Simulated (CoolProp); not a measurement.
R125 along the isobar 926 kPa: density (kg/m³) from the reference equation and from simpler models built on Tc = 339.2 K, pc = 3618 kPa, ω = 0.305; each cubic takes its own stable root.

Model: reference Helmholtz-energy equation of state, Lemmon 2005, in CoolProp.

| T (K) | phase | reference |
|---|---|---|
| 260.9 | liquid | 1377 |
| 281.4 | liquid | 1281 |
| 301.9 | gas | 52.12 |
| 322.4 | gas | 46.83 |
| 342.9 | gas | 42.83 |
| 363.4 | gas | 39.63 |
| 383.9 | gas | 36.97 |
| 404.4 | gas | 34.71 |
| 424.9 | gas | 32.75 |

Q: How far does each simpler model (Redlich-Kwong, Soave-Redlich-Kwong) lie from the reference over these 9 states: mean and median of the absolute difference, and the worst?

A: 
- Redlich-Kwong: mean 12.7 %, median 0.6 %, worst -95.5 % at 281.4 K and 926 kPa
- Soave-Redlich-Kwong: mean 2.5 %, median 0.2 %, worst -11.4 % at 281.4 K and 926 kPa

At some of these states Redlich-Kwong gives the other phase, because its saturation line lies elsewhere.
